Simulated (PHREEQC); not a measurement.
# Copper plating or etch bath

Dissolve 1.6 mmol/kgw CuCl2 and 1.3 mmol/kgw HBF4 at 5 °C. Closed to the air; pH follows from the charge balance.

Computed with PHREEQC (ion-association model, phreeqc.dat).

This is a speciation only: nothing precipitates in the calculation.

Q: Estimate the pH, ionic strength.

A: pH 2.79; ionic strength 0.00648 mol/kgw.

Q: In which forms is F present?

A: BF4- 42 %, HF 31 %, F- 20 %, BF3OH- 5.0 %, BF2(OH)2- 1.3 % of the F.

Constants without temperature data keep their 25 °C values here. Real BF4- forms and hydrolyses slowly; the run takes it at equilibrium.
